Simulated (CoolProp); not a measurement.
Properties of normal hydrogen along the isotherm 29.1 K.

The numbers come from the reference Helmholtz-energy equation of state, Leachman 2009 in CoolProp.

| p (MPa) | phase | density (kg/m³) | cp (kJ/(kg K)) | isothermal compressibility (1/MPa) | viscosity (µPa s) |
|---|---|---|---|---|---|
| 0.15 | gas | 1.322 | 11.18 | 7.072 | 1.48 |
| 0.299 | gas | 2.816 | 12.45 | 3.830 | 1.50 |
| 0.449 | gas | 4.589 | 14.54 | 2.844 | 1.53 |
| 0.598 | gas | 6.812 | 18.69 | 2.548 | 1.57 |
| 0.748 | liquid | 57.18 | 20.58 | 0.09485 | 6.99 |
| 0.897 | liquid | 57.94 | 19.28 | 0.08232 | 7.19 |
| 1.05 | liquid | 58.63 | 18.28 | 0.07286 | 7.39 |
| 1.2 | liquid | 59.24 | 17.49 | 0.06573 | 7.57 |
| 1.35 | liquid | 59.80 | 16.85 | 0.06003 | 7.73 |
| 1.5 | liquid | 60.32 | 16.31 | 0.05535 | 7.89 |
| 1.65 | liquid | 60.80 | 15.85 | 0.05143 | 8.04 |
| 1.79 | liquid | 61.23 | 15.47 | 0.04830 | 8.18 |
| 1.94 | liquid | 61.66 | 15.11 | 0.04539 | 8.32 |

Viscosity comes from a separate model (Muzny 2013).
